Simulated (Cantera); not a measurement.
Ignition delay

Mixture: 14.7 % CH₄, 0.604 % C₂H₆, 0.736 % C₃H₈, 17.7 % O₂, 66.3 % N₂, at 0.720 atm, adiabatic and at constant pressure. Ignition delay is the time to a rise of 400 K.

Cantera simulation using GRI-Mech 3.0 (53 species, 325 reactions); the numbers are that mechanism's predictions, not measurements.

```csv
T0 (K),delay (ms)
1075,126
1175,24.0
1275,5.06
1375,1.34
1475,0.451
1575,0.189
1675,0.0945
1775,0.0546
1875,0.0352
```

```
Item                                                     Value
--------------------------------------------------  ----------
apparent activation energy between 1675 and 1875 K  130 kJ/mol
```
